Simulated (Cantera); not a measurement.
An isothermal, constant-pressure homogeneous reactor starts with NO : N2 = 1 : 0.37 (molar parts), at 1648 K and 100000 Pa. Integrator tolerance rtol = 1e-08.

Computed with Cantera and GRI-Mech 3.0 (53 species, 325 reactions).

Question: What does this change do: pressure from 100000 Pa to 8900 Pa?

Answer: 
```tsv
quantity	before	after
x(NO) at 70.0 s	0.0974 (gas-phase equilibrium 0.00280)	0.475 (gas-phase equilibrium 0.00280)
x(O2) at 70.0 s	0.316 (gas-phase equilibrium 0.364)	0.127 (gas-phase equilibrium 0.364)
x(N2O) at 70.0 s	3.55e-6 (gas-phase equilibrium 1.48e-7)	7.38e-5 (gas-phase equilibrium 4.43e-8)
x(NO2) at 70.0 s	0.000424 (gas-phase equilibrium 1.31e-5)	0.000387 (gas-phase equilibrium 3.90e-6)
x(O) at 70.0 s	1.44e-5 (gas-phase equilibrium 1.54e-5)	3.16e-5 (gas-phase equilibrium 5.15e-5)
```
